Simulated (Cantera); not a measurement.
Ignition delay

Mixture: 2.66 % C₃H₈, 20.5 % O₂, 76.9 % N₂, at 3750 Torr, adiabatic and at constant volume. Ignition delay is the time to a rise of 400 K.

Cantera simulation using GRI-Mech 3.0 (53 species, 325 reactions); the numbers are that mechanism's predictions, not measurements. GRI-Mech 3.0 was tuned for natural gas; its chemistry of propane as a main component is partial and can be far from experiment.

```tsv
T0 (K)	delay (ms)
1175	3.88
1250	0.947
1325	0.265
1400	0.0880
1475	0.0349
1550	0.0163
1625	0.00873
1700	0.00527
1775	0.00349
```

```json
{
 "apparent activation energy between 1625 and 1775 K": "150 kJ/mol"
}
```
